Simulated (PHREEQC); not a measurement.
0.018 g of hydrous ferric oxide (600 m²/g; 0.2 weak and 0.005 strong sites per Fe, Dzombak-Morel constants, diffuse double layer) in 1 kg of water with 0.3 mol/kgw of an inert sodium salt and 2.8e-05 mol/kgw ZnSO4 and 5.5e-07 mol/kgw Na2HAsO4, at 25 °C; the pH is set by adding NaOH or the inert anion's acid. Oxygen is held at 0.21 atm. CO2 from the air is kept out. Nothing may precipitate in this run.

Base run: PHREEQC, ion-association model, wateq4f.dat. Each further column changes one thing. The table gives Zn sorbed (%).

```json
[
 {"pH": "4", "base": "0.0", "no electrostatic term (-no_edl)": "0.0", "background salt from 0.3 to 0.03 mol/kgw": "0.0", "oxide from 0.018 to 0.09 g/kgw": "0.0"},
 {"pH": "4.75", "base": "0.0", "no electrostatic term (-no_edl)": "0.0", "background salt from 0.3 to 0.03 mol/kgw": "0.1", "oxide from 0.018 to 0.09 g/kgw": "0.2"},
 {"pH": "5.12", "base": "0.2", "no electrostatic term (-no_edl)": "0.2", "background salt from 0.3 to 0.03 mol/kgw": "0.3", "oxide from 0.018 to 0.09 g/kgw": "0.9"},
 {"pH": "5.88", "base": "2.1", "no electrostatic term (-no_edl)": "?", "background salt from 0.3 to 0.03 mol/kgw": "2.5", "oxide from 0.018 to 0.09 g/kgw": "9.8"},
 {"pH": "6.25", "base": "3.7", "no electrostatic term (-no_edl)": "5.0", "background salt from 0.3 to 0.03 mol/kgw": "4.0", "oxide from 0.018 to 0.09 g/kgw": "17.4"},
 {"pH": "7", "base": "13.8", "no electrostatic term (-no_edl)": "27.6", "background salt from 0.3 to 0.03 mol/kgw": "?", "oxide from 0.018 to 0.09 g/kgw": "48.7"},
 {"pH": "7.75", "base": "44.2", "no electrostatic term (-no_edl)": "71.5", "background salt from 0.3 to 0.03 mol/kgw": "44.8", "oxide from 0.018 to 0.09 g/kgw": "91.4"},
 {"pH": "8.12", "base": "57.5", "no electrostatic term (-no_edl)": "83.2", "background salt from 0.3 to 0.03 mol/kgw": "56.8", "oxide from 0.018 to 0.09 g/kgw": "97.5"},
 {"pH": "8.88", "base": "68.8", "no electrostatic term (-no_edl)": "86.3", "background salt from 0.3 to 0.03 mol/kgw": "?", "oxide from 0.018 to 0.09 g/kgw": "99.6"},
 {"pH": "9.25", "base": "67.0", "no electrostatic term (-no_edl)": "74.3", "background salt from 0.3 to 0.03 mol/kgw": "?", "oxide from 0.018 to 0.09 g/kgw": "99.6"},
 {"pH": "10", "base": "58.9", "no electrostatic term (-no_edl)": "21.6", "background salt from 0.3 to 0.03 mol/kgw": "63.0", "oxide from 0.018 to 0.09 g/kgw": "99.1"}
]
```

Question: Some entries are withheld; supply them.

Answer: 
- 5.88, no electrostatic term (-no_edl): 2.8
- 7, background salt from 0.3 to 0.03 mol/kgw: 15.4
- 8.88, background salt from 0.3 to 0.03 mol/kgw: 66.3
- 9.25, background salt from 0.3 to 0.03 mol/kgw: 65.9

In at least one series the solution becomes supersaturated in solids that the run did not let form, among them Zn(OH)2-e. The database has no arsenate complexes of Zn.
